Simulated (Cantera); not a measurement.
A perfectly stirred reactor is fed with N2O : O2 = 1 : 0.062 (molar parts), at 1.01 bar; it is held at 1275 K, and followed from long to short residence time.

Detailed kinetics in Cantera: GRI-Mech 3.0 (53 species, 325 reactions). GRI-Mech 3.0 was tuned for natural gas; its chemistry of N2O as a main component is partial and can be far from experiment. The mechanism lacks the step 2 NO + O2 → 2 NO2, which can matter for NO2 below about 1400 K. The temperature is held fixed by assumption; the heat of reaction is taken as removed at once.

Task: Predict: x(N2O) at τ = 1.10 s; x(O2) at τ = 1.10 s; x(NO2) at τ = 1.10 s; x(N2) at τ = 1.10 s; x(NO) at τ = 1.10 s; x(N2O) at τ = 12.0 ms; x(O2) at τ = 12.0 ms; x(NO2) at τ = 12.0 ms; x(N2) at τ = 12.0 ms; x(NO) at τ = 12.0 ms.

Result: 
```
Item                      Value
---------------------  --------
x(N2O) at τ = 1.10 s      0.243
x(O2) at τ = 1.10 s       0.258
x(NO2) at τ = 1.10 s   0.000471
x(N2) at τ = 1.10 s       0.451
x(NO) at τ = 1.10 s      0.0475
x(N2O) at τ = 12.0 ms     0.906
x(O2) at τ = 12.0 ms     0.0681
x(NO2) at τ = 12.0 ms   2.32e-5
x(N2) at τ = 12.0 ms     0.0226
x(NO) at τ = 12.0 ms    0.00329
```
